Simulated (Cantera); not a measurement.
**Equilibrium for sublimation and decomposition of ceramics: Si3N4 + C + N2**

Feed: 1 mol Si3N4, 0.0091 mol C, 0.39 mol N2, held at 2973 K and 1.60 Pa.

Cantera equilibrium calculation (NASA polynomials, part measured and part estimated; ideal gas, pure solids and liquids). Candidate condensed phases: C, Si, SiC, Si3N4; 20 gas species. The tables' values for SiN are old estimates; treat these amounts as uncertain. The numbers say what is thermodynamically allowed, not how fast it happens.

```json
{
 "x(Si)": "0.555",
 "x(N2)": "0.441",
 "x(N)": "0.00194",
 "x(C)": "0.00141",
 "x(CN)": "0.000268",
 "x(SiN)": "8.19e-5",
 "x(Si2)": "2.54e-6",
 "x(SiC)": "1.09e-6",
 "gas_amount": "5.403 mol",
 "log10 activity of C(graphite) (absent)": "-3.24",
 "log10 activity of Si(l) (absent)": "-4.02"
}
```
